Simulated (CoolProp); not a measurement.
Dry air along the isotherm 93.3 K: density (kg/m³) from the reference equation and from simpler models built on Tc = 132.5 K, pc = 3786 kPa, ω = 0.034; each cubic takes its own stable root.

Computed with CoolProp (reference Helmholtz-energy equation of state, Lemmon 2000). It is a pseudo-pure fit of the blend.

```json
[
 {"p (kPa)": "1050", "phase": "liquid", "reference": "807.8"},
 {"p (kPa)": "2100", "phase": "liquid", "reference": "811.7"},
 {"p (kPa)": "3160", "phase": "liquid", "reference": "815.5"},
 {"p (kPa)": "4210", "phase": "liquid", "reference": "819.1"},
 {"p (kPa)": "5260", "phase": "liquid", "reference": "822.6"},
 {"p (kPa)": "6310", "phase": "liquid", "reference": "825.9"},
 {"p (kPa)": "7360", "phase": "liquid", "reference": "829.2"},
 {"p (kPa)": "8410", "phase": "liquid", "reference": "832.3"},
 {"p (kPa)": "9460", "phase": "liquid", "reference": "835.4"}
]
```

Question: How far does each simpler model (van der Waals, Soave-Redlich-Kwong, Peng-Robinson) lie from the reference over these 9 states: mean and median of the absolute difference, and the worst?

Answer: 
- van der Waals: mean 28.2 %, median 28.1 %, worst -29.7 % at 93.3 K and 1050 kPa
- Soave-Redlich-Kwong: mean 2.1 %, median 2.1 %, worst +2.6 % at 93.3 K and 9460 kPa
- Peng-Robinson: mean 15.2 %, median 15.2 %, worst +15.5 % at 93.3 K and 9460 kPa
